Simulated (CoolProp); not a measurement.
Vapour-liquid equilibrium of hexamethyldisiloxane (MM) (1) + toluene (2) at 2.35 °C; x and y are mole fractions of (1).

Values from CoolProp's multi-fluid Helmholtz-energy mixture model, Thol 2016 and Lemmon 2006; pair parameters Bell 2016.

Q: Give the bubble pressure and the first vapour's composition at x = 0.35, 0.65, 0.8. Is there an azeotrope?

A: x = 0.35: 0.01375 bar, y = 0.483; x = 0.65: 0.01523 bar, y = 0.713; x = 0.8: 0.01561 bar, y = 0.822. y crosses x between x = 0.8 and 0.95: the model has an azeotrope there.

The pair parameters rest on a limited set of measurements; away from them the model extrapolates.
